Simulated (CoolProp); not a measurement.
Vapour-liquid equilibrium of R134a (1) + R1234ze(E) (2) at 1.32 MPa; x and y are mole fractions of (1).

Model: multi-fluid Helmholtz-energy mixture model, Tillner-Roth 1994 and Thol 2016; pair parameters Bell 2022, in CoolProp.

Question: Give the bubble temperature and the first vapour's composition at x = 0.15, 0.35, 0.95. Is there an azeotrope?

Answer: x = 0.15: 331.8 K, y = 0.186; x = 0.35: 329.0 K, y = 0.401; x = 0.95: 323.5 K, y = 0.956. No azeotrope shows between x = 0.05 and 0.95.

Pair parameters are fitted to limited data, so mixtures are less certain than the pure fluids.
